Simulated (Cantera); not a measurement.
Cantera run:

```python
import numpy as np
import cantera as ct

gas_names = """
    CL CL2 H HCL H2 N NH NH2 NH3 N2 N2H2 N2H4 Si SiCL SiCL2 SiCL3 SiCL4 SiH SiHCL3 SiH2 SiH2CL2 SiH3
    SiH3CL SiH4 SiN Si2 Si2N Si3
""".split()
cond_names = """
    NH4CL(a) NH4CL(b) Si(cr) Si(L) Si3N4(a)
""".split()


# ... load() reads the species with a 1 bar reference pressure and builds the phases ...
atoms = {
    'SiH2Cl2': {'Si': 1, 'H': 2, 'CL': 2},
    'Cl2': {'CL': 2},
    'N2': {'N': 2},
}
top_T = {'Si3N4(a)': 2400}  # K; cautious upper limits of use, not melting points


# ... equilibrate(T, P, feed) seeds the gas with the atoms and calls Mixture.equilibrate('TP', solver="vcs", rtol=1e-11, max_steps=5000) ...
results = []
feed = {'SiH2Cl2': 1, 'Cl2': 0.016, 'N2': 19}  # mol
T = 1373  # K
for P in [100, 460, 2100, 9600, 44000, 200000]:
    mix = equilibrate(T, P, feed)
    results.append((T, P, feed, dict(zip(mix.species_names, mix.species_moles))))
    x = sorted(zip(gas.X, gas.species_names), reverse=True)
    print(f"T = {T:g} K  P = {P:g} Pa  gas = {mix.phase_moles(0):.4g} mol")
    print("   x: " + "  ".join(f"{s} {v:.3e}" for v, s in x if v > 0.0001))
    print("   condensed (mol): " + ("  ".join(f"{mix.phase(i).name} {mix.phase_moles(i):.4g}"
          for i in range(1, mix.n_phases) if mix.phase_moles(i) > 1e-12) or "none"))
```

Result:

```
T = 1373 K  P = 100 Pa  gas = 20.55 mol
   x: N2 9.032e-01  HCL 6.273e-02  H2 1.728e-02  SiCL2 1.482e-02  SiCL3 1.365e-03  SiCL4 5.815e-04
   condensed (mol): Si3N4(a) 0.2184
T = 1373 K  P = 460 Pa  gas = 20.45 mol
   x: N2 9.045e-01  HCL 6.927e-02  H2 1.425e-02  SiCL2 7.915e-03  SiCL4 2.113e-03  SiCL3 1.902e-03
   condensed (mol): Si3N4(a) 0.2518
T = 1373 K  P = 2100 Pa  gas = 20.37 mol
   x: N2 9.062e-01  HCL 7.102e-02  H2 1.356e-02  SiCL4 4.272e-03  SiCL2 3.174e-03  SiCL3 1.712e-03
   condensed (mol): Si3N4(a) 0.2708
T = 1373 K  P = 9600 Pa  gas = 20.33 mol
   x: N2 9.075e-01  HCL 6.989e-02  H2 1.421e-02  SiCL4 6.044e-03  SiCL3 1.179e-03  SiCL2 1.063e-03
   condensed (mol): Si3N4(a) 0.2767
T = 1373 K  P = 44000 Pa  gas = 20.31 mol
   x: N2 9.085e-01  HCL 6.747e-02  H2 1.546e-02  SiCL4 7.361e-03  SiCL3 7.246e-04  SiCL2 3.298e-04  SiHCL3 1.067e-04
   condensed (mol): Si3N4(a) 0.2756
T = 1373 K  P = 200000 Pa  gas = 20.29 mol
   x: N2 9.095e-01  HCL 6.447e-02  H2 1.697e-02  SiCL4 8.437e-03  SiCL3 4.270e-04  SiHCL3 1.404e-04
   condensed (mol): Si3N4(a) 0.2717
```

These are equilibrium values from Cantera (NASA tables, ideal gas, pure condensed phases), not measurements of a reactor. N2 is the only nitrogen source here; it is nearly inert below about 1500 K, so the nitride shown seldom forms there in practice. The tables' values for SiCl3 are old estimates; treat these amounts as uncertain.
